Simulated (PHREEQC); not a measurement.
A solution holds 0.055 mol/kgw CuSO4, 5.5e-05 mol/kgw NaF, 0.0017 mol/kgw NaCl and 0.0058 mol/kgw HBF4, at 25 °C. Closed to the air; pH follows from the charge balance.

Equilibrium calculation in PHREEQC: ion-association model, phreeqc.dat.

```json
{
  "pH": "2.60",
  "ionic_strength": "0.129 mol/kgw",
  "density": "1.006 g/cm³",
  "total_alkalinity": "-23.2 meq/kg"
}
```

```
species  molality  activity   log γ
-------  --------  --------  ------
Cu+2       0.0317    0.0118  -0.429
SO4-2      0.0288   0.00984  -0.466
CuSO4      0.0230    0.0237   0.013
BF4-      0.00413   0.00317  -0.115
HF        0.00358   0.00369   0.013
HSO4-     0.00315   0.00241  -0.115
H+        0.00310   0.00252  -0.089
Na+       0.00167   0.00129  -0.113
Cl-       0.00165   0.00123  -0.126
F-        0.00131  0.000974  -0.130
H3BO3     0.00111   0.00114   0.013
```

No solid was allowed to form. Real BF4- forms and hydrolyses slowly; the run takes it at equilibrium.
